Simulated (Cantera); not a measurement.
A perfectly stirred reactor is fed with 24.4 % CH₄, 75.6 % CO₂, at 1.01 bar; it is held at 1300 K, and followed from long to short residence time.

Detailed kinetics in Cantera: GRI-Mech 3.0 (53 species, 325 reactions).

Predict: x(CH₄) at τ = 6.30 s; x(CO₂) at τ = 6.30 s; x(C₂H₆) at τ = 6.30 s; x(CH₃) at τ = 6.30 s; x(CH₄) at τ = 55.0 ms; x(CO₂) at τ = 55.0 ms; x(C₂H₆) at τ = 55.0 ms; x(CH₃) at τ = 55.0 ms.


```json
{
  "x(CH₄) at τ = 6.30 s": "0.226",
  "x(CO₂) at τ = 6.30 s": "0.738",
  "x(C₂H₆) at τ = 6.30 s": "0.000230",
  "x(CH₃) at τ = 6.30 s": "9.97e-6",
  "x(CH₄) at τ = 55.0 ms": "0.244",
  "x(CO₂) at τ = 55.0 ms": "0.756",
  "x(C₂H₆) at τ = 55.0 ms": "5.03e-5",
  "x(CH₃) at τ = 55.0 ms": "6.23e-6"
}
```
